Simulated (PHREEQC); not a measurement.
## Acid mine or pickling water (model solution)

A made-up water analysis in mg/kgw, 18 °C, pH 2.72, pe 9.1:

```json
[
 {"constituent": "Na", "mg/kgw": "169"},
 {"constituent": "K", "mg/kgw": "227"},
 {"constituent": "Ca", "mg/kgw": "537"},
 {"constituent": "Mg", "mg/kgw": "75.2"},
 {"constituent": "Cl", "mg/kgw": "393"},
 {"constituent": "S(6) as SO4", "mg/kgw": "1860"},
 {"constituent": "Zn", "mg/kgw": "1.3"},
 {"constituent": "Cd", "mg/kgw": "147"},
 {"constituent": "N(5) as NO3", "mg/kgw": "11.8"},
 {"constituent": "Cu(2)", "mg/kgw": "1.91"},
 {"constituent": "Fe(3)", "mg/kgw": "15.2"}
]
```

Valence states are taken as typed.

Equilibrium calculation in PHREEQC: ion-association model, wateq4f.dat.

Each row changes one thing in this solution. Precipitation was switched off in this run.

```tsv
case	ionic strength (mol/kgw)	SO4-2 (mol/kgw)	Ca+2 (mol/kgw)	K+ (mol/kgw)	CaSO4 (mol/kgw)	Mg+2 (mol/kgw)	SI of Gypsum (CaSO4:2H2O)	SI of Jarosite-K (KFe3(SO4)2(OH)6)
as made	0.0625	0.0121	0.00929	0.00562	0.00405	0.00211	-0.08	+1.69
Cd from 147 to 441 mg/kgw	0.0645	___	0.00948	___	0.00386	0.00215	-0.10	+1.71
all concentrations times 4 at the same typed pH	0.217	___	0.0320	0.0217	0.0213	0.00710	+0.66	___
```

Q: Fill in the missing entries.

A: 
- Cd from 147 to 441 mg/kgw, SO4-2 (mol/kgw): 0.0115
- Cd from 147 to 441 mg/kgw, K+ (mol/kgw): 0.00564
- all concentrations times 4 at the same typed pH, SO4-2 (mol/kgw): 0.0410
- all concentrations times 4 at the same typed pH, SI of Jarosite-K (KFe3(SO4)2(OH)6): +3.46

Some of these states are supersaturated (in Jarosite-K, Hematite (slow to form), Gypsum, for instance).
